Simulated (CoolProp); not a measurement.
Values from CoolProp's reference Helmholtz-energy equation of state, Lemmon 2006. It is a short technical equation, of lower accuracy than the large ones.

**Question.** Give the vapour pressure (kPa), liquid density (kg/m³), vapour Z, liquid viscosity (µPa s) of saturated C2F6 (R116) at 226.2, 235.2, 250.3 K.

**Answer.** 
| T (K) | p (kPa) | liquid density (kg/m³) | vapour Z | liquid viscosity (µPa s) |
|---|---|---|---|---|
| 226.2 | 417 | 1460 | 0.878 | 247 |
| 235.2 | 581 | 1410 | 0.846 | 213 |
| 250.3 | 959 | 1310 | 0.779 | 165 |

Viscosity comes from a separate model (Huber 2003), an estimate that may be off by 10 % or more.
